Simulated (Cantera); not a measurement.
# Thermodynamics of silicon etching in halogen gases, feed Si + NF3 + H2

Input: 1 mol Si, 0.86 mol NF3, a varied amount of H2, equilibrated at 0.000750 bar.

Cantera equilibrium calculation (NASA polynomials, part measured and part estimated; ideal gas, pure solids and liquids). Candidate condensed phases: Si, Si3N4; 37 gas species. Mutual solubility and eutectic melting of coexisting phases are not modelled. The tables' values for SiF2, SiF3 are old estimates. The numbers say what is thermodynamically allowed, not how fast it happens.

Stable condensed phases:

```
T in K \ n(H2) in mol
         0.11 0.27 0.65  1.6  3.8  9.3   23
   1473     A    A    A    A    A    B    C
   1423     A    A    A    A    A    A    B
   1373     A    A    A    A    A    A    A
   1323     A    A    A    A    A    A    A
   1273     A    A    A    A    A    A    A
   1223     A    A    A    A    A    A    A
   1173     A    A    A    A    A    A    A
   1123     A    A    A    A    A    A    A
   1073     A    A    A    A    A    A    A
   1023     A    A    A    A    A    A    A
    973     A    A    A    A    A    A    A
    923     A    A    A    A    A    A    A
    873     A    A    A    A    A    A    A
    823     A    A    A    A    A    A    A
```

A: Si3N4; B: Si + Si3N4; C: Si.
